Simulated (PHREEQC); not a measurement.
Dissolve 0.11 mol Al(NO3)3, 0.011 mol Na2CO3 and 3.2e-05 mol Cs2CO3 per kg of water at 20 °C. Closed to the air; pH follows from the charge balance.

All values are PHREEQC results (ion-association model, wateq4f.dat), not measurements.

```
quantity                      before    after
--------------------------  --------  -------
pH                              4.85     3.45
ionic strength (mol/kgw)       0.619    0.618
Al+3 (mol/kgw)                0.0904   0.0902
AlOH+2 (mol/kgw)              0.0176   0.0170
Al(OH)2+ (mol/kgw)           0.00197  0.00275
HCO3- (mol/kgw)             0.000520  2.57e-5
SI of Al(OH)3(a) (Al(OH)3)     +1.29    +0.10
SI of Boehmite (AlOOH)         +3.49    +2.50
```

### Question
Name the change that produced these shifts.
A) diluted 100-fold with water
B) Al(NO3)3 from 0.11 to 0.055 mol/kgw
C) temperature from 20 to 75 °C
D) temperature from 20 to 35 °C

### Answer
C, temperature from 20 to 75 °C

Precipitation was switched off in this run. Some of these states are supersaturated (in Al(OH)3(a), Boehmite (slow to form), for instance). Constants without temperature data keep their 25 °C values here.
